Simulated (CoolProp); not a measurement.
Vapour-liquid equilibrium of o-xylene (1) + n-decane (2) at 0.0962 MPa; x and y are mole fractions of (1).

The numbers come from the multi-fluid Helmholtz-energy mixture model, Zhou 2012 and Lemmon 2006; pair parameters Bell 2016 in CoolProp.

| x | bubble temperature, mixture model (°C) | bubble temperature, Raoult's law (°C) | y, mixture model | y, Raoult's law |
|---|---|---|---|---|
| 0.05 | 170.1 | 170.0 | 0.094 | 0.099 |
| 0.15 | 166.4 | 166.2 | 0.261 | 0.272 |
| 0.25 | 162.8 | 162.6 | 0.405 | 0.417 |
| 0.35 | 159.5 | 159.3 | 0.527 | 0.538 |
| 0.45 | 156.4 | 156.2 | 0.632 | 0.641 |
| 0.55 | 153.5 | 153.3 | 0.722 | 0.730 |
| 0.65 | 150.7 | 150.6 | 0.799 | 0.805 |
| 0.75 | 148.2 | 148.1 | 0.866 | 0.871 |
| 0.85 | 145.8 | 145.7 | 0.925 | 0.928 |
| 0.95 | 143.5 | 143.5 | 0.977 | 0.977 |

The largest gap from Raoult's law is +0.2 K in bubble temperature, at x = 0.25. No azeotrope shows between x = 0.05 and 0.95.

The pair parameters rest on a limited set of measurements; away from them the model extrapolates.
